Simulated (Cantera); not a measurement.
Mixture: CO : H₂ : CH₄ : O₂ : N₂ = 1 : 0.64 : 1.2 : 2.3 : 12.4 (molar parts), equivalence ratio 1.4, at 1.00 bar, adiabatic and at constant pressure. Ignition delay is the time to a rise of 400 K.

Cantera simulation using GRI-Mech 3.0 (53 species, 325 reactions); the numbers are that mechanism's predictions, not measurements. Below about 1000 K GRI-Mech 3.0 lacks low-temperature oxidation paths. Below about 950 K walls govern HO2 and H2O2 in real vessels.

Problem. Predict: delay at 925 K; delay at 1025 K; delay at 1125 K; delay at 1225 K; delay at 1325 K; delay at 1425 K; delay at 1525 K; apparent activation energy between 1325 and 1525 K.

Solution. 
```json
{
  "delay at 925 K": "75.9 ms",
  "delay at 1025 K": "19.2 ms",
  "delay at 1125 K": "7.23 ms",
  "delay at 1225 K": "2.89 ms",
  "delay at 1325 K": "1.23 ms",
  "delay at 1425 K": "0.572 ms",
  "delay at 1525 K": "0.293 ms",
  "apparent activation energy between 1325 and 1525 K": "120 kJ/mol"
}
```
